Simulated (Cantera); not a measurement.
What does this Cantera script print?

```python
import numpy as np
import cantera as ct

gas = ct.Solution("gri30.yaml")
gas.TPX = 1198, 29, {'C2H6': 1, 'N2': 25}
reactor = ct.IdealGasConstPressureReactor(gas, energy="off", clone=False)
net = ct.ReactorNet([reactor])
net.rtol, net.atol = 1e-08, 1e-18
show = ['C2H6', 'C2H', 'CH2', 'C2H2', 'H', 'HCN']
times = np.geomspace(9e-05, 2, 11)

steps = ct.SolutionArray(gas, extra=["t"])
rows = []
print(f"{'t/s':>10s}{'T/K':>9s}{'P/Pa':>11s}" + "".join(f"{s:>11s}" for s in show))
for t in times:
    while net.time < t:
        t_next = net.step()
        steps.append(gas.state, t=t_next)
    rows.append([np.interp(t, steps.t, y) for y in (steps.T, steps.P, *steps(*show).X.T)])
    print(f"{t:10.3e}{rows[-1][0]:9.1f}{rows[-1][1]:11.4g}" + "".join(f"{x:11.3e}" for x in rows[-1][2:]))
rate = np.gradient(steps.T, steps.t)
print("integrator steps:", len(steps.t))
if steps.T.max() > steps.T[0] + 200:
    print(f"time of steepest temperature rise: {steps.t[rate.argmax()]:.4e} s")
gas.TPX = 1198, 29, {'C2H6': 1, 'N2': 25}
gas.equilibrate("TP")
print(f"equilibrium (TP): T = {gas.T:.1f} K  " + "  ".join(f"{s} {gas[s].X[0]:.3e}" for s in show))
```

Result:

```
       t/s      T/K       P/Pa       C2H6        C2H        CH2       C2H2          H        HCN
 9.000e-05   1198.0         29  3.846e-02  1.038e-38  1.129e-18  3.305e-23  2.230e-12  1.861e-26
 2.449e-04   1198.0         29  3.846e-02  2.489e-36  2.749e-17  1.198e-21  6.044e-12  3.705e-25
 6.662e-04   1198.0         29  3.846e-02  8.271e-34  6.099e-16  5.350e-20  1.784e-11  7.438e-24
 1.813e-03   1198.0         29  3.846e-02  4.491e-31  1.249e-14  2.620e-18  8.454e-11  1.480e-22
 4.931e-03   1198.0         29  3.846e-02  5.738e-28  2.460e-13  1.379e-16  8.248e-10  3.028e-21
 1.342e-02   1198.0         29  3.846e-02  9.776e-25  4.559e-12  8.093e-15  8.916e-09  1.442e-19
 3.650e-02   1198.0         29  3.845e-02  2.114e-21  7.525e-11  7.666e-13  7.921e-08  1.037e-16
 9.931e-02   1198.0         29  3.842e-02  8.379e-18  1.001e-09  1.588e-10  6.014e-07  8.798e-14
 2.702e-01   1198.0         29  3.822e-02  3.162e-14  9.546e-09  4.039e-08  3.329e-06  3.722e-11
 7.351e-01   1198.0         29  3.680e-02  4.429e-12  5.191e-08  3.904e-06  8.153e-06  9.299e-10
 2.000e+00   1198.0         29  3.006e-02  6.334e-11  1.613e-07  1.389e-04  1.589e-05  4.571e-09
integrator steps: 342
equilibrium (TP): T = 1198.0 K  C2H6 1.260e-11  C2H 1.142e-10  CH2 5.795e-13  C2H2 1.524e-02  H 3.002e-06  HCN 4.090e-02
```

Cantera simulation using GRI-Mech 3.0 (53 species, 325 reactions); the numbers are that mechanism's predictions, not measurements. GRI-Mech 3.0 stops at C3 and has no aromatics, soot or wall deposition, so with more carbon than oxygen in the feed, carbon stays in small species such as C2H2 where larger ones or solid carbon would form. Radical loss at walls, strong at low pressure, is not modelled.
